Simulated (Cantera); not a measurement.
A Cantera script and what it prints.

```python
import numpy as np
import cantera as ct

gas_names = """
    F F2 H HF H2 H2F2 H3F3 H4F4 H5F5 H6F6 H7F7 Si SiF SiF2 SiF3 SiF4 SiH SiHF3 SiH2 SiH2F2 SiH3 SiH3F
    SiH4 Si2 Si3
""".split()
cond_names = """
    Si(cr) Si(L)
""".split()


def load(file, names, dense=False):
    # The tables refer to 1 bar. Condensed volumes are neglected.
    table = {s.name: s for s in ct.Species.list_from_file(file)}
    out = []
    for n in names:
        d = dict(table[n].input_data)
        d["thermo"] = dict(d["thermo"], **{"reference-pressure": 1e5})
        if dense:
            d["equation-of-state"] = {"model": "constant-volume", "density": "1e6 g/cm^3"}
        out.append(ct.Species.from_dict(d))
    return out


gas = ct.Solution(thermo="ideal-gas", species=load("nasa_gas.yaml", gas_names))
cond = {s.name: ct.Solution(thermo="fixed-stoichiometry", species=[s], name=s.name)
        for s in load("nasa_condensed.yaml", cond_names, dense=True)}
atoms = {
    'Si': {'Si': 1},
    'HF': {'H': 1, 'F': 1},
}
top_T = {}  # K; cautious upper limits of use, not melting points


def equilibrate(T, P, feed):
    n = {}
    for name, mol in feed.items():
        for a, k in atoms[name].items():
            n[a] = n.get(a, 0.0) + k * mol
    gas.TPX = T, P, n
    mass = sum(n.values()) * gas.mean_molecular_weight
    gas.equilibrate("TP")
    valid = [c for c in cond.values() if c.min_temp <= T <= top_T.get(c.name, c.max_temp)]
    mix = ct.Mixture([(gas, mass / gas.mean_molecular_weight)] + [(c, 0.0) for c in valid])
    mix.T, mix.P = T, P
    mix.equilibrate("TP", solver="vcs", rtol=1e-11, max_steps=5000)
    return mix


results = []
feed = {'Si': 1, 'HF': 4.7}  # mol
T = 1523.15  # K
P = 1333.22  # Pa
mix = equilibrate(T, P, feed)
results.append((T, P, feed, dict(zip(mix.species_names, mix.species_moles))))
x = sorted(zip(gas.X, gas.species_names), reverse=True)
print(f"T = {T:g} K  P = {P:g} Pa  gas = {mix.phase_moles(0):.4g} mol")
print("   x: " + "  ".join(f"{s} {v:.3e}" for v, s in x if v > 0.001))
print("   condensed (mol): " + ("  ".join(f"{mix.phase(i).name} {mix.phase_moles(i):.4g}"
      for i in range(1, mix.n_phases) if mix.phase_moles(i) > 1e-12) or "none"))
```

It prints:

```
T = 1523.15 K  P = 1333.22 Pa  gas = 3.707 mol
   x: H2 5.370e-01  SiF4 2.654e-01  HF 1.931e-01  SiF3 3.821e-03
   condensed (mol): none
```

Cantera equilibrium calculation (NASA polynomials, part measured and part estimated; ideal gas, pure solids and liquids). The tables' values for SiF3, SiF2 are old estimates; treat these amounts as uncertain.
